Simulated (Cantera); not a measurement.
Input: 1 mol SiHCl₃, 85 mol H₂, at 850 K and 0.0133 bar.

Cantera's Mixture.equilibrate('TP', solver="vcs", rtol=1e-11, max_steps=5000) on the NASA tables stopped like this:

```
ERROR: FAILURE its = 5001!

*******************************************************************************
CanteraError thrown by MultiPhase::equilibrate:
VCS solver failed. Return code: -1
*******************************************************************************
```

Problem. What got this run through?

Solution. Several could match; the one computed here: The failure is numerical, not chemical. The same input converged with solver="gibbs", rtol=1e-10, max_steps=50000, and the result passed a check of the equilibrium conditions:
```
T = 850 K  P = 1333.22 Pa  gas = 86.28 mol
   x: H2 9.877e-01  SiCL4 5.799e-03  HCL 3.865e-03  SiHCL3 2.459e-03  SiH2CL2 9.169e-05  SiCL3 3.835e-05  SiCL2 1.800e-05
   condensed (mol): Si(cr) 0.2747
```

The gas is ideal and each condensed phase is pure. The tables' values for SiCl3 are old estimates; treat these amounts as uncertain.
